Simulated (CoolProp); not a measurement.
Vapour-liquid equilibrium of dimethyl ether (1) + isobutane (2) at 0.769 MPa; x and y are mole fractions of (1).

The numbers come from the multi-fluid Helmholtz-energy mixture model, Wu 2011 and Bücker 2006; pair parameters Bell 2016 in CoolProp.

Q: Give the bubble temperature and the first vapour's composition at x = 0.125, 0.575, 0.65. Is there an azeotrope?

A: x = 0.125: 321.8 K, y = 0.220; x = 0.575: 310.7 K, y = 0.664; x = 0.65: 309.8 K, y = 0.719. No azeotrope shows between x = 0.05 and 0.95.

The pair parameters rest on a limited set of measurements; away from them the model extrapolates.
